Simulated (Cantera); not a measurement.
An adiabatic, constant-volume homogeneous reactor starts with CH3OH : O2 : N2 : H2O = 1 : 0.682 : 2.56 : 0.29 (molar parts), at 1725 K and 80000 Pa.

Cantera simulation using GRI-Mech 3.0 (53 species, 325 reactions); the numbers are that mechanism's predictions, not measurements. GRI-Mech 3.0 was tuned for natural gas; its chemistry of methanol as a main component is partial and can be far from experiment.

x: mole fraction; the columns are a selection and need not sum to one.

| t (s) | T (K) | P (bar) | x CH3OH | x O2 | x H2O | x CO2 | x C2H6 | x CH3 | x O |
|---|---|---|---|---|---|---|---|---|---|
| 3.00e-6 | 1724 | 0.801 | 0.219 | 0.149 | 0.0646 | 3.82e-5 | 2.47e-7 | 0.000184 | 4.75e-7 |
| 1.15e-5 | 1736 | 0.813 | 0.204 | 0.142 | (withheld) | (withheld) | (withheld) | (withheld) | (withheld) |
| 4.42e-5 | 2584 | 1.60 | <1e-12 | 0.00225 | 0.216 | 0.0334 | <1e-12 | 2.99e-12 | 0.00335 |
| 0.000170 | 2795 | 1.71 | <1e-12 | 0.000896 | 0.229 | 0.0327 | <1e-12 | 1.15e-11 | 0.00132 |
| 0.000651 | 2803 | 1.71 | <1e-12 | 0.000813 | 0.230 | 0.0326 | <1e-12 | 1.30e-11 | 0.00120 |
| 0.00250 | 2800 | 1.71 | <1e-12 | 0.000783 | 0.229 | 0.0325 | <1e-12 | 1.32e-11 | 0.00117 |
| 0.00960 | 2799 | 1.71 | <1e-12 | 0.000781 | 0.229 | 0.0325 | <1e-12 | 1.32e-11 | 0.00116 |
| 0.0368 | 2799 | 1.71 | <1e-12 | 0.000781 | 0.229 | 0.0325 | <1e-12 | 1.32e-11 | 0.00116 |
| 0.141 | 2799 | 1.71 | <1e-12 | 0.000781 | 0.229 | 0.0325 | <1e-12 | 1.32e-11 | 0.00116 |
| 0.543 | 2799 | 1.71 | <1e-12 | 0.000781 | 0.229 | 0.0325 | <1e-12 | 1.32e-11 | 0.00116 |
| 2.08 | 2799 | 1.71 | <1e-12 | 0.000781 | 0.229 | 0.0325 | <1e-12 | 1.32e-11 | 0.00116 |
| 8.00 | 2799 | 1.71 | <1e-12 | 0.000781 | 0.229 | 0.0325 | <1e-12 | 1.32e-11 | 0.00116 |

Problem. Fill in the missing entries.

Solution. 
- 1.15e-5, x H2O: 0.0704
- 1.15e-5, x CO2: 0.000159
- 1.15e-5, x C2H6: 1.59e-6
- 1.15e-5, x CH3: 0.000134
- 1.15e-5, x O: 1.40e-6
